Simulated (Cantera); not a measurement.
**Equilibrium for carbothermic reduction: Cu2O + CH4 + CO**

A closed system holds: 1 mol Cu2O, a varied amount of CH4, 0.081 mol CO, held at 1775 K and 39.0 Torr.

Method: chemical equilibrium by Gibbs-energy minimisation in Cantera with the NASA 1993 tables (ideal gas, pure condensed phases). Candidate condensed phases: C, C6H6, C7H8, C8H18, Cu, CuO, Cu(OH)2, Cu2O, H2O; 113 gas species. Rates play no part.

| n(CH4) (mol) | log p H2 | log p CO | log p H2O | log p CO2 | log p Cu | log p H | log p C2H2 (acetylene) | n Cu(l) | n C(graphite) |
|---|---|---|---|---|---|---|---|---|---|
| 0.71 | -1.56 | -1.76 | -2.24 | -3.00 | -3.39 | -4.32 | <-13 | 1.98 | 0 |
| 1.1 | -1.46 | -1.77 | -6.72 | -7.60 | -3.39 | -4.27 | -5.31 | 1.97 | 0.0993 |
| 1.5 | -1.42 | -1.86 | -6.78 | -7.79 | -3.39 | -4.25 | -5.27 | 1.97 | 0.499 |
| 1.9 | -1.40 | -1.94 | -6.83 | -7.95 | -3.39 | -4.24 | -5.24 | 1.96 | 0.899 |
| 2.3 | -1.38 | -2.01 | -6.88 | -8.08 | -3.39 | -4.23 | -5.23 | 1.96 | 1.30 |
| 2.6 | -1.37 | -2.05 | -6.91 | -8.16 | -3.39 | -4.22 | -5.22 | 1.95 | 1.60 |
| 3 | -1.36 | -2.10 | -6.95 | -8.27 | -3.39 | -4.22 | -5.21 | 1.94 | 2.00 |
| 3.4 | -1.35 | -2.15 | -6.99 | -8.36 | -3.39 | -4.21 | -5.20 | 1.94 | 2.40 |
| 3.8 | -1.35 | -2.19 | -7.03 | -8.45 | -3.39 | -4.21 | -5.19 | 1.93 | 2.80 |
| 4.2 | -1.34 | -2.23 | -7.06 | -8.52 | -3.39 | -4.21 | -5.19 | 1.93 | 3.20 |
| 4.6 | -1.34 | -2.27 | -7.09 | -8.59 | -3.39 | -4.21 | -5.18 | 1.92 | 3.60 |
| 4.9 | -1.33 | -2.29 | -7.11 | -8.64 | -3.39 | -4.21 | -5.18 | 1.91 | 3.90 |
log p: log10 of the partial pressure in bar; n: condensed amount in mol.

At 0.71 mol CH4 the condensed part is Cu(l). From 1.1 mol CH4 to 4.9 mol CH4 the condensed part is C(graphite) + Cu(l). The main Cu-bearing gas is Cu throughout. The share of Cu in condensed phases is highest at 0.71 mol CH4 (99.1 %) and lowest at 4.9 mol CH4 (95.7 %).
